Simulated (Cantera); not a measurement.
Charge: 1 mol CH2F2, 0.031 mol CH4, at 0.0100 bar.

Equilibrium computed with Cantera from the NASA thermochemical tables; the gas is ideal and each condensed phase is pure. Candidate condensed phases: C, C6H6, C7H8, C8H18; 95 gas species. The numbers say what is thermodynamically allowed, not how fast it happens. All values below are at 2475 K.

Base state: HF 0.951, H 0.0290, H2 0.0166, F 0.00325, C2H2 (acetylene) 0.000161, CF 9.81e-5, C3 3.36e-5, C2H 1.92e-5 (mole fractions); condensed: C(graphite).

Q: What changes in the equilibrium state with this change: CH2F2 replaced by CCl4?

A: 
```
species            before     after
----------------  -------  --------
Cl                      0     0.968
HCl                     0    0.0298
H                  0.0290   0.00111
HF                  0.951         0
H2                 0.0166   2.41e-5
F                 0.00325         0
Cl2                     0  0.000906
C(graphite), mol     1.03      1.03
```
